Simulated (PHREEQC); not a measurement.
**Buffer: speciation**

Make-up at 25 °C: 0.29 mol HF, 0.098 mol Na2SO4 and 0.083 mol NaCl per kg of water. Closed to the air; pH follows from the charge balance.

All values are PHREEQC results (ion-association model, phreeqc.dat), not measurements.

No solid was allowed to form.

Question: Estimate the pH, density, activity of water.

Answer: pH 1.90; density 1.015 g/cm³; activity of water 0.988.

Question: In which forms is Na present?

Answer: Na+ 93 %, NaSO4- 6.5 % of the Na.

Species that the database lacks are ignored.
